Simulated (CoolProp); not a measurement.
Aqueous methanol as a coolant, 25 % by mass, freezing at -20.1 °C, 1 atm.

Model: Melinder's fits for secondary coolants, in CoolProp.

| T (°C) | cp (kJ/(kg K)) | density (kg/m³) | Prandtl number | viscosity (mPa s) |
|---|---|---|---|---|
| -16 | 3.860 | 970.7 | 66.5 | 7.32 |
| -9.7 | 3.907 | 969.3 | 48.5 | … |
| -3.4 | 3.949 | 967.6 | … | 4.02 |
| 2.9 | 3.985 | 965.7 | 27.9 | … |
| 9.2 | 4.015 | 963.5 | 21.9 | 2.45 |
| 15.5 | 4.039 | 961.1 | 17.6 | 1.97 |
| 21.8 | 4.056 | 958.5 | 14.3 | 1.62 |
| 28.1 | 4.065 | … | 11.8 | 1.35 |
| 34.4 | 4.067 | 952.7 | 9.89 | 1.14 |

Task: Fill in the missing entries.

Result: 
- -9.7, viscosity (mPa s): 5.34
- -3.4, Prandtl number: 36.4
- 2.9, viscosity (mPa s): 3.10
- 28.1, density (kg/m³): 955.7
